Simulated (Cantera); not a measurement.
Input (Python, Cantera) and output of one run.

```python
import numpy as np
import cantera as ct

gas_names = """
    CL CL2 H HCL H2 Si SiCL SiCL2 SiCL3 SiCL4 SiH SiHCL3 SiH2 SiH2CL2 SiH3 SiH3CL SiH4 Si2 Si3
""".split()
cond_names = """
    Si(cr) Si(L)
""".split()


# ... load() reads the species with a 1 bar reference pressure and builds the phases ...
atoms = {
    'SiCl4': {'Si': 1, 'CL': 4},
    'HCl': {'H': 1, 'CL': 1},
    'H2': {'H': 2},
}
top_T = {}  # K; cautious upper limits of use, not melting points


# ... equilibrate(T, P, feed) seeds the gas with the atoms and calls Mixture.equilibrate('TP', solver="vcs", rtol=1e-11, max_steps=5000) ...
results = []
feed = {'SiCl4': 1, 'HCl': 0.66, 'H2': 18}  # mol
T = 1273.15  # K
P = 1333.22  # Pa
mix = equilibrate(T, P, feed)
results.append((T, P, feed, dict(zip(mix.species_names, mix.species_moles))))
print(gas.report(threshold=0.0001))
for i in range(1, mix.n_phases):
    print(f"{mix.phase(i).name:16s} {mix.phase_moles(i):12.5e} mol")
```

Result:

```
       temperature   1273.2 K
          pressure   1333.2 Pa
           density   0.0014221 kg/m^3
  mean mol. weight   11.291 kg/kmol
   phase of matter   gas

                          1 kg             1 kmol
                     ---------------   ---------------
          enthalpy        6.1795e+05        6.9775e+06  J
   internal energy       -3.1954e+05        -3.608e+06  J
           entropy             20477        2.3122e+05  J/K
    Gibbs function       -2.5453e+07        -2.874e+08  J
 heat capacity c_p              2968             33513  J/K
 heat capacity c_v            2231.7             25199  J/K

                      mass frac. Y      mole frac. X     chem. pot. / RT
                     ---------------   ---------------   ---------------
               HCL           0.34427           0.10662           -40.201
                H2           0.15075           0.84433           -22.625
             SiCL2            0.2869          0.032727           -62.032
             SiCL3          0.073474         0.0061712            -90.92
             SiCL4           0.11469         0.0076232           -119.81
            SiHCL3          0.028962         0.0024145           -102.23
           SiH2CL2        0.00094688        0.00010586           -84.657
     [  +12 minor]        1.0871e-05        7.7636e-06

Si(cr)            0.00000e+00 mol
```

Equilibrium computed with Cantera from the NASA thermochemical tables; the gas is ideal and each condensed phase is pure. The tables' values for SiCl3 are old estimates; treat these amounts as uncertain.
